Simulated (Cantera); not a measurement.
An adiabatic, constant-pressure homogeneous reactor starts with CH4 : C2H6 : O2 : N2 = 1 : 0.083 : 2.55 : 12.5 (molar parts), equivalence ratio 0.90, at 1723 K and 750 Torr. Integrator tolerance rtol = 1e-08.

Cantera simulation using GRI-Mech 3.0 (53 species, 325 reactions); the numbers are that mechanism's predictions, not measurements.

```
quantity                                                          before                                    after
---------------------------------  -------------------------------------  ---------------------------------------
time of steepest temperature rise                                70.2 µs                                  0.226 s
temperature at 3.00 s                                             2701 K                                   2335 K
equilibrium temperature                                           2701 K                                   2335 K
x(CH4) at 3.00 s                   <1e-12 (gas-phase equilibrium <1e-12)    <1e-12 (gas-phase equilibrium <1e-12)
x(C2H6) at 3.00 s                  <1e-12 (gas-phase equilibrium <1e-12)    <1e-12 (gas-phase equilibrium <1e-12)
x(O2) at 3.00 s                    0.0240 (gas-phase equilibrium 0.0240)    0.0169 (gas-phase equilibrium 0.0169)
x(NO) at 3.00 s                    0.0105 (gas-phase equilibrium 0.0105)  0.00473 (gas-phase equilibrium 0.00473)
x(CH2CO) at 3.00 s                 <1e-12 (gas-phase equilibrium <1e-12)    <1e-12 (gas-phase equilibrium <1e-12)
```

What was changed between the two runs?
(A) initial temperature 1723 to 975 K
(B) pressure from 750 Torr to 15000 Torr
(C) pressure from 750 Torr to 7430 Torr
(D) O2 2.55 to 1.6 parts

A, initial temperature 1723 to 975 K
